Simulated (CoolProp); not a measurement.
Saturated liquid density (kg/m³) of ammonia: the reference equation beside estimates from Tc = 405.6 K, pc = 11.36 MPa, ω = 0.256.

Computed with CoolProp (reference Helmholtz-energy equation of state, Gao 2020).

```csv
T (K),reference,Redlich-Kwong,Peng-Robinson
266.7,[?],495.5,580.7
272.6,639.4,488.6,573.7
278.5,631.3,481.6,566.5
284.4,623.0,474.3,[?]
290.2,614.7,466.9,551.2
296.1,606.0,[?],543.0
302,597.1,451.1,534.4
307.9,588.0,442.9,525.5
```

Question: Some entries are withheld; supply them.

Answer: 
- 266.7, reference: 647.3
- 284.4, Peng-Robinson: 559.0
- 296.1, Redlich-Kwong: 459.2

Absolute difference from the reference over all 8 rows, mean and median: Redlich-Kwong 24.0 and 24.0 %, Peng-Robinson 10.4 and 10.3 %.
